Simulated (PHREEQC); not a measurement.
Solution (25 °C): 0.0195 mol/kgw NaH2PO4 and 0.046 mol/kgw H2SO4. Closed to the air; pH follows from the charge balance.

Model: ion-association model, phreeqc.dat, run in PHREEQC.

The pH is 1.41, the ionic strength comes out as 0.0810 mol/kgw and the specific conductance is 17700 µS/cm. The density is 1.002 g/cm³. The total alkalinity comes out as -92.0 meq/kg.

| species | molality | activity | log γ |
|---|---|---|---|
| H+ | 0.0464 | 0.0387 | -0.079 |
| HSO4- | 0.0297 | 0.0236 | -0.101 |
| Na+ | 0.0189 | 0.0151 | -0.098 |
| H3PO4 | 0.0159 | 0.0162 | 0.008 |
| SO4-2 | 0.0157 | 0.00627 | -0.399 |
| H2PO4- | 0.00356 | 0.00285 | -0.096 |
| NaSO4- | 0.000591 | 0.000474 | -0.096 |
| HPO4-2 | 1.14e-8 | 4.58e-9 | -0.396 |

Precipitation was switched off in this run. Species that the database lacks are ignored.
